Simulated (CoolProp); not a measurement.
R152A along the isobar 6.24 bar: density (kg/m³) from the reference equation and from simpler models built on Tc = 386.4 K, pc = 45.17 bar, ω = 0.275; each cubic takes its own stable root.

Values from CoolProp's reference Helmholtz-energy equation of state, Outcalt 1996. It is a modified Benedict-Webb-Rubin equation, recast in Helmholtz form.

```json
[
 {"T (K)": "196.6", "phase": "liquid", "reference": "___", "Redlich-Kwong": "899.8", "Soave-Redlich-Kwong": "921.3", "Peng-Robinson": "___"},
 {"T (K)": "240", "phase": "liquid", "reference": "___", "Redlich-Kwong": "829.4", "Soave-Redlich-Kwong": "858.9", "Peng-Robinson": "969.7"},
 {"T (K)": "283.3", "phase": "liquid", "reference": "936.5", "Redlich-Kwong": "740.5", "Soave-Redlich-Kwong": "776.4", "Peng-Robinson": "___"},
 {"T (K)": "326.6", "phase": "gas", "reference": "16.88", "Redlich-Kwong": "16.51", "Soave-Redlich-Kwong": "16.62", "Peng-Robinson": "___"},
 {"T (K)": "370", "phase": "gas", "reference": "14.29", "Redlich-Kwong": "14.18", "Soave-Redlich-Kwong": "14.20", "Peng-Robinson": "14.28"},
 {"T (K)": "413.3", "phase": "gas", "reference": "12.51", "Redlich-Kwong": "12.49", "Soave-Redlich-Kwong": "12.47", "Peng-Robinson": "12.53"},
 {"T (K)": "456.7", "phase": "gas", "reference": "11.17", "Redlich-Kwong": "11.18", "Soave-Redlich-Kwong": "___", "Peng-Robinson": "___"},
 {"T (K)": "500", "phase": "gas", "reference": "10.12", "Redlich-Kwong": "10.14", "Soave-Redlich-Kwong": "10.09", "Peng-Robinson": "10.13"}
]
```

**Question.** Some entries are withheld; supply them.

**Answer.** 
- 196.6, reference: 1116
- 196.6, Peng-Robinson: 1036
- 240, reference: 1031
- 283.3, Peng-Robinson: 879.7
- 326.6, Peng-Robinson: 16.73
- 456.7, Soave-Redlich-Kwong: 11.14
- 456.7, Peng-Robinson: 11.19
